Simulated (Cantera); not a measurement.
A freely propagating, adiabatic, planar premixed flame of CH4 : C2H6 : O2 : N2 : H2O = 1 : 0.093 : 2.84 : 9.93 : 0.37 (molar parts), unburnt at 400 K and 4.15 atm; mixture-averaged transport, grid criteria slope 0.08 and curve 0.16, no radiation.

Computed with Cantera and GRI-Mech 3.0 (53 species, 325 reactions). Burning velocities carry a grid error of a few per cent, more on coarse grids.

Problem. What does this change do: 0.34 parts H2 added?

Solution. 
```json
[
 {"quantity": "laminar burning velocity", "before": "29.5 cm/s", "after": "38.4 cm/s"},
 {"quantity": "thermal thickness", "before": "0.160 mm", "after": "0.136 mm"},
 {"quantity": "peak x(OH)", "before": "0.00555", "after": "0.00683"},
 {"quantity": "peak x(CH3)", "before": "0.000966", "after": "0.00119"}
]
```

Problem. What does this change do: inlet temperature 400 to 375 K?

Solution. 
| quantity | before | after |
|---|---|---|
| laminar burning velocity | 29.5 cm/s | 26.1 cm/s |
| thermal thickness | 0.160 mm | 0.167 mm |
| peak x(OH) | 0.00555 | 0.00530 |
| peak x(CH3) | 0.000966 | 0.000919 |

Problem. What does this change do: 1.2 parts CO2 added?

Solution. 
| quantity | before | after |
|---|---|---|
| laminar burning velocity | 29.5 cm/s | 16.4 cm/s |
| thermal thickness | 0.160 mm | 0.248 mm |
| peak x(OH) | 0.00555 | 0.00320 |
| peak x(CH3) | 0.000966 | 0.000559 |
